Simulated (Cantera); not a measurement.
# Aluminium and copper etching: Al + I2 + N2

Input: 1 mol Al, 1.5 mol I2, 2 mol N2, equilibrated at 873 K and 1.10e-5 bar.

These are equilibrium values from Cantera (NASA tables, ideal gas, pure condensed phases), not measurements of a reactor. Candidate condensed phases: Al, AlI3, AlN, I2; 10 gas species. Equilibrium is a limit: real reactors are often held back by kinetics, nucleation or transport.

```yaml
x(I): 0.546
x(N2): 0.388
x(AlI3): 0.0496
x(I2): 0.0157
n(AlN(s)): 0.795 mol
gas_amount: 4.128 mol
log10 activity of I2(l) (absent): -8.67
log10 activity of Al(s) (absent): -10.84
```
